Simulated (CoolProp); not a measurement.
50 sccm (0 °C, 1 atm) of nitrogen bubbles through liquid water at 315.8 K and leaves saturated at a total pressure of 0.15 MPa (ideal gas phase). Each further row changes one setting.

Computed with CoolProp (reference Helmholtz-energy equation of state, Wagner 2002).

| case | vapour pressure (kPa) | mole fraction of vapour | delivery (mg/min) | delivery (sccm) | change of delivery for a bath 1 K warmer (%) |
|---|---|---|---|---|---|
| as stated | 8.49 | 0.0566 | 2.41 | 3.00 | 5.7 |
| bath temperature 320.8 K | 11.0 | 0.0732 | 3.17 | 3.95 | 5.6 |
| total pressure 0.3 MPa | 8.49 | 0.0283 | 1.17 | 1.46 | 5.5 |
